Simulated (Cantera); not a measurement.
Charge: 1 mol toluene, 0.12 mol O2, held at 975 °C and 133 Pa.

Method: chemical equilibrium by Gibbs-energy minimisation in Cantera with the NASA 1993 tables (ideal gas, pure condensed phases). Candidate condensed phases: C, C6H6, C7H8, C8H18, H2O; 110 gas species. Equilibrium is a limit: real reactors are often held back by kinetics, nucleation or transport.

**Question.** What is the equilibrium state?

**Answer.** 
| Item | Result |
|---|---|
| x(H2) | 0.943 |
| x(CO) | 0.0566 |
| x(CH4) | 1.32e-5 |
| x(H) | 1.25e-5 |
| x(H2O) | 1.09e-6 |
| n(C(graphite)) | 6.76 mol |
| gas amount | 4.240 mol |
